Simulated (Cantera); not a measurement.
An isothermal, constant-pressure homogeneous reactor starts with 95.0 % CH₄, 4.98 % H₂O, at 1873 K and 1.00 atm.

Computed with Cantera and GRI-Mech 3.0 (53 species, 325 reactions). GRI-Mech 3.0 stops at C3 and has no aromatics, soot or wall deposition, so with more carbon than oxygen in the feed, carbon stays in small species such as C2H2 where larger ones or solid carbon would form.

x: mole fraction; the columns are a selection and need not sum to one.

```
t (s)      x CH₄     x H₂O       x CO₂   x C₂H₄      x OH
--------  ------  --------  ----------  -------  --------
0.000600   0.328    0.0340  (withheld)   0.0137   1.75e-6
0.00163    0.168    0.0291  (withheld)  0.00463   1.54e-6
0.00445   0.0739    0.0252  (withheld)  0.00272   1.40e-6
0.0121    0.0307    0.0206  (withheld)  0.00245   1.19e-6
0.0330    0.0161    0.0132  (withheld)  0.00242   7.71e-7
0.0899    0.0120   0.00428  (withheld)  0.00238   2.48e-7
0.245     0.0105  0.000225  (withheld)  0.00237   1.30e-8
0.667     0.0104   2.00e-7  (withheld)  0.00236  1.16e-11
1.82      0.0104   1.22e-7     1.01e-9  0.00236  7.07e-12
4.95      0.0104   1.22e-7     1.01e-9  0.00236  7.07e-12
13.5      0.0104   1.22e-7     1.01e-9  0.00236  7.07e-12
36.7      0.0104   1.22e-7     1.01e-9  0.00236  7.07e-12
100       0.0104   1.22e-7     1.01e-9  0.00236  7.07e-12
```

Question: Some entries are withheld; supply them.

Answer: 
- 0.000600, x CO₂: 5.22e-7
- 0.00163, x CO₂: 2.77e-6
- 0.00445, x CO₂: 1.21e-5
- 0.0121, x CO₂: 3.43e-5
- 0.0330, x CO₂: 5.39e-5
- 0.0899, x CO₂: 3.03e-5
- 0.245, x CO₂: 1.89e-6
- 0.667, x CO₂: 1.67e-9
